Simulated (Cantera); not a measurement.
**Adiabatic ignition**

An adiabatic, constant-volume homogeneous reactor starts with CO : H₂ : O₂ : N₂ = 1 : 0.11 : 1.21 : 4.54 (molar parts), equivalence ratio 0.46, at 1425 K and 3750 Torr.

Computed with Cantera and GRI-Mech 3.0 (53 species, 325 reactions). The hydrogen kinetics of GRI-Mech 3.0 are dated; newer H2 mechanisms differ, most at raised pressure.

```tsv
t (s)	T (K)	P (bar)	x CO	x H₂	x O₂	x N₂O	x CO₂	x H₂O₂
1.00e-6	1425	5.00	0.146	0.0160	0.176	1.20e-12	1.86e-7	5.81e-11
2.87e-6	1425	5.00	0.146	0.0160	0.176	2.36e-11	2.10e-6	1.31e-9
8.24e-6	1435	5.03	0.145	0.0141	0.174	1.46e-8	0.00119	2.86e-6
2.37e-5	2174	7.33	0.0604	0.000758	0.119	3.43e-6	0.0912	2.88e-7
6.79e-5	2670	8.74	0.0204	0.000296	0.108	3.49e-6	0.136	1.33e-7
0.000195	2716	8.86	0.0156	0.000234	0.105	3.07e-6	0.141	1.50e-7
0.000560	2706	8.82	0.0151	0.000229	0.102	3.06e-6	0.142	1.46e-7
0.00161	2693	8.78	0.0146	0.000223	0.0984	3.11e-6	0.142	1.40e-7
0.00461	2688	8.76	0.0144	0.000221	0.0972	3.14e-6	0.143	1.38e-7
0.0132	2688	8.76	0.0144	0.000221	0.0971	3.14e-6	0.143	1.38e-7
0.0380	2688	8.76	0.0144	0.000221	0.0971	3.14e-6	0.143	1.38e-7
0.109	2688	8.76	0.0144	0.000221	0.0971	3.14e-6	0.143	1.38e-7
0.313	2688	8.76	0.0144	0.000221	0.0971	3.14e-6	0.143	1.38e-7
0.900	2688	8.76	0.0144	0.000221	0.0971	3.14e-6	0.143	1.38e-7
```
x: mole fraction; the columns are a selection and need not sum to one.

```yaml
time_of_steepest_temperature_rise: 11.3 µs
temperature at 0.900 s: 2688 K
equilibrium_temperature: 2688 K
x(CO) at 0.900 s: 0.0144 (gas-phase equilibrium 0.0144)
x(H₂) at 0.900 s: 0.000221 (gas-phase equilibrium 0.000221)
x(O₂) at 0.900 s: 0.0971 (gas-phase equilibrium 0.0971)
```
